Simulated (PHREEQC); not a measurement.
Make-up at 90 °C: 0.016 mol Cu(BF4)2 and 0.007 mol HNO3 per kg of water. Closed to the air; pH follows from the charge balance.

All values are PHREEQC results (ion-association model, phreeqc.dat), not measurements.

```
Quantity                  Result
----------------  --------------
pH                          2.43
ionic strength    0.0519 mol/kgw
total alkalinity     -103 meq/kg
```

| species | molality | activity | log γ |
|---|---|---|---|
| BF4- | 0.0248 | 0.0197 | -0.099 |
| HF | 0.0193 | 0.0195 | 0.005 |
| Cu+2 | 0.0158 | 0.00681 | -0.364 |
| NO3- | 0.00700 | 0.00546 | -0.108 |
| H+ | 0.00442 | 0.00369 | -0.079 |
| H3BO3 | 0.00415 | 0.00420 | 0.005 |
| BF3OH- | 0.00184 | 0.00146 | -0.099 |
| BF2(OH)2- | 0.00125 | 0.000996 | -0.099 |
| F- | 0.00122 | 0.000961 | -0.105 |
| CuF+ | 0.000244 | 0.000194 | -0.099 |
| HF2- | 9.75e-5 | 7.75e-5 | -0.099 |
| BF(OH)3- | 3.53e-6 | 2.81e-6 | -0.099 |
| Cu2(OH)2+2 | 7.44e-8 | 2.98e-8 | -0.398 |
| CuOH+ | 2.33e-8 | 1.84e-8 | -0.102 |

Precipitation was switched off in this run. At this temperature some constants are extrapolated from 25 °C, and those without enthalpy data are left unchanged. Real BF4- forms and hydrolyses slowly; the run takes it at equilibrium.
